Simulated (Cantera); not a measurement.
Charge: 1 mol Si, 0.69 mol CO₂, 8.1 mol N₂, held at 1850 K and 0.405 Torr.

Cantera equilibrium calculation (NASA polynomials, part measured and part estimated; ideal gas, pure solids and liquids). Candidate condensed phases: C, Si, SiC, SiO₂, Si₂N₂O, Si₃N₄; 34 gas species. The tables' values for SiN are old estimates; treat these amounts as uncertain. Kinetics and transport are ignored.

Base state: N₂ 0.850, SiO 0.0858, CO 0.0589, Si 0.00542, Si₂C 7.46e-5, SiN 4.46e-5, Si₂N 3.08e-5, Si₂ 1.72e-5 (mole fractions); condensed: SiC(s).

What changes in the equilibrium state with this change: Si replaced by Cu?


```csv
species,before,after
N₂,0.850,0.822
Cu,0,0.101
CO₂,1.58e-9,0.0582
SiO,0.0858,0
CO,0.0589,0.0118
Si,0.00542,0
O₂,<1e-9,0.00521
"SiC(s), mol",0.127,0
```
Further candidate phases: Cu, CuO, Cu₂O.
